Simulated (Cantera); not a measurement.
## Premixed flame

A freely propagating, adiabatic, planar premixed flame of H₂ : O₂ : N₂ = 1 : 0.227 : 1.09 (molar parts), unburnt at 475 K and 7500 Torr; unity-Lewis-number transport, grid criteria slope 0.08 and curve 0.16, no radiation.

Cantera simulation using the H2/O2 subset of GRI-Mech 3.0, which has no nitrogen chemistry; the numbers are that mechanism's predictions, not measurements. The hydrogen kinetics of GRI-Mech 3.0 are dated; newer H2 mechanisms differ, most at raised pressure. Unity Lewis numbers drop preferential diffusion, which matters most where H2 and H carry the flame. Burning velocities carry a grid error of a few per cent, more on coarse grids.

```json
[
 {"z (mm)": "-0.0881", "T (K)": "475", "u (m/s)": "2.28", "x H₂": "0.432", "x O₂": "0.0980", "x O": "<1e-8", "x H₂O": "3.72e-5", "x H₂O₂": "1.34e-7", "x OH": "<1e-8"},
 {"z (mm)": "-0.0588", "T (K)": "477", "u (m/s)": "2.29", "x H₂": "0.431", "x O₂": "0.0978", "x O": "<1e-8", "x H₂O": "0.000301", "x H₂O₂": "1.08e-6", "x OH": "<1e-8"},
 {"z (mm)": "-0.0441", "T (K)": "483", "u (m/s)": "2.32", "x H₂": "0.431", "x O₂": "0.0975", "x O": "<1e-8", "x H₂O": "0.000978", "x H₂O₂": "3.43e-6", "x OH": "<1e-8"},
 {"z (mm)": "-0.0294", "T (K)": "518", "u (m/s)": "2.48", "x H₂": "0.427", "x O₂": "0.0955", "x O": "7.57e-8", "x H₂O": "0.00528", "x H₂O₂": "1.68e-5", "x OH": "<1e-8"},
 {"z (mm)": "-0.0147", "T (K)": "767", "u (m/s)": "3.62", "x H₂": "0.403", "x O₂": "0.0809", "x O": "7.69e-6", "x H₂O": "0.0365", "x H₂O₂": "7.01e-5", "x OH": "1.22e-5"},
 {"z (mm)": "-0.00735", "T (K)": "1098", "u (m/s)": "5.07", "x H₂": "0.365", "x O₂": "0.0598", "x O": "0.000108", "x H₂O": "0.0825", "x H₂O₂": "6.80e-5", "x OH": "0.000254"},
 {"z (mm)": "0", "T (K)": "1441", "u (m/s)": "6.50", "x H₂": "0.312", "x O₂": "0.0329", "x O": "0.000431", "x H₂O": "0.141", "x H₂O₂": "1.70e-5", "x OH": "0.000756"},
 {"z (mm)": "0.00735", "T (K)": "1651", "u (m/s)": "7.34", "x H₂": "0.272", "x O₂": "0.0136", "x O": "0.000447", "x H₂O": "0.183", "x H₂O₂": "2.74e-6", "x OH": "0.00121"},
 {"z (mm)": "0.0147", "T (K)": "1758", "u (m/s)": "7.75", "x H₂": "0.256", "x O₂": "0.00504", "x O": "0.000261", "x H₂O": "0.202", "x H₂O₂": "1.23e-6", "x OH": "0.00136"},
 {"z (mm)": "0.0294", "T (K)": "1847", "u (m/s)": "8.09", "x H₂": "0.251", "x O₂": "0.000826", "x O": "9.01e-5", "x H₂O": "0.212", "x H₂O₂": "4.41e-7", "x OH": "0.00120"},
 {"z (mm)": "0.0588", "T (K)": "1907", "u (m/s)": "8.31", "x H₂": "0.255", "x O₂": "6.28e-5", "x O": "2.75e-5", "x H₂O": "0.215", "x H₂O₂": "1.31e-7", "x OH": "0.000795"},
 {"z (mm)": "0.118", "T (K)": "1942", "u (m/s)": "8.43", "x H₂": "0.258", "x O₂": "5.09e-6", "x O": "7.78e-6", "x H₂O": "0.216", "x H₂O₂": "4.05e-8", "x OH": "0.000447"},
 {"z (mm)": "0.235", "T (K)": "1961", "u (m/s)": "8.50", "x H₂": "0.259", "x O₂": "1.01e-6", "x O": "2.08e-6", "x H₂O": "0.217", "x H₂O₂": "1.23e-8", "x OH": "0.000237"}
]
```
x: mole fraction of selected species; z is measured from the peak of heat release.

```yaml
laminar_burning_velocity: 228 cm/s
thermal_thickness: 0.0294 mm
peak x(O): 0.000496
peak x(H₂O₂): 7.85e-5
peak x(OH): 0.00136
grid_points: 105
```
